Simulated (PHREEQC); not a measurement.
**Copper plating or etch bath: speciation**

Solution (85 °C): 0.037 mol/kgw Cu(NO3)2, 0.019 mol/kgw H2SO4 and 0.0046 mol/kgw Na2SO4. Closed to the air; pH follows from the charge balance.

Computed with PHREEQC (ion-association model, wateq4f.dat).

Each row changes one thing in this solution. No solid was allowed to form.

| case | pH | ionic strength (mol/kgw) | HSO4- (mol/kgw) | SO4-2 (mol/kgw) | NaSO4- (mol/kgw) | SI of Mirabilite (Na2SO4:10H2O) |
|---|---|---|---|---|---|---|
| as made | 1.74 | 0.136 | 0.0151 | 0.00446 | 8.18e-5 | -8.45 |
| Cu(NO3)2 from 0.037 to 0.0074 mol/kgw | 1.77 | 0.0518 | 0.0177 | 0.00438 | ___ | -8.24 |
| H2SO4 from 0.019 to 0.038 mol/kgw | 1.47 | 0.156 | 0.0328 | 0.00540 | 9.37e-5 | -8.41 |
| Cu(NO3)2 replaced by AgNO3 at the same molality | 1.77 | 0.0693 | 0.0172 | 0.00451 | 0.000106 | ___ |
| H2SO4 replaced by Ag2SO4 at the same molality | 3.99 | 0.140 | 0.000213 | 0.0114 | 0.000204 | -8.07 |

Task: Fill in the missing entries.

Result: 
- Cu(NO3)2 from 0.037 to 0.0074 mol/kgw, NaSO4- (mol/kgw): 0.000113
- Cu(NO3)2 replaced by AgNO3 at the same molality, SI of Mirabilite (Na2SO4:10H2O): -8.29

Some of these states are supersaturated (in Tenorite (slow to form), for instance). At this temperature some constants are extrapolated from 25 °C, and those without enthalpy data are left unchanged.
